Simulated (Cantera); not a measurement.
Mixture: CH₄ : C₂H₆ : C₃H₈ : O₂ : N₂ : CO₂ = 1 : 0.038 : 0.09 : 1.36 : 5.11 : 0.0085 (molar parts), equivalence ratio 1.9, at 1.00 bar, adiabatic and at constant pressure. Ignition delay is the time to a rise of 400 K.

Computed with Cantera and GRI-Mech 3.0 (53 species, 325 reactions).

**Question.** Predict: delay at 1075 K; delay at 1150 K; delay at 1225 K; delay at 1300 K; delay at 1375 K; delay at 1450 K; delay at 1525 K; apparent activation energy between 1375 and 1525 K.

**Answer.** 
| Item | Result |
|---|---|
| delay at 1075 K | 0.103 s |
| delay at 1150 K | 27.6 ms |
| delay at 1225 K | 7.68 ms |
| delay at 1300 K | 2.41 ms |
| delay at 1375 K | 0.881 ms |
| delay at 1450 K | 0.375 ms |
| delay at 1525 K | 0.184 ms |
| apparent activation energy between 1375 and 1525 K | 180 kJ/mol |
